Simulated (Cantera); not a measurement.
Mixture: 5.27 % CH4, 19.9 % O2, 74.9 % N2, at 1.20 bar, adiabatic and at constant pressure. Ignition delay is the time to a rise of 400 K.

Computed with Cantera and GRI-Mech 3.0 (53 species, 325 reactions).

Predict: delay at 1048 K; delay at 1248 K; delay at 1448 K; delay at 1648 K; delay at 1848 K; apparent activation energy between 1648 and 1848 K.


```json
{
 "delay at 1048 K": "0.292 s",
 "delay at 1248 K": "14.5 ms",
 "delay at 1448 K": "1.36 ms",
 "delay at 1648 K": "0.245 ms",
 "delay at 1848 K": "70.8 µs",
 "apparent activation energy between 1648 and 1848 K": "160 kJ/mol"
}
```
